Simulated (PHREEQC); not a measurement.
Ultrapure water in contact with air or piping (model solution)

A made-up water analysis in mg/L, 25 °C, pH 6.4, pe 0.6: Na 0.232; K 0.26; Ca 0.684; Mg 0.266; Cl 1.61; S(6) as SO4 0.874; Alkalinity as HCO3 0.574; Br 0.00584.

Valence states are taken as typed.

Equilibrium calculation in PHREEQC: ion-association model, wateq4f.dat.

No solid was allowed to form.

Q: Estimate the charge-balance error.

A: charge-balance error -0.2 %.

Q: In which forms is C present?

A: HCO3- 53 %, CO2 47 % of the C.
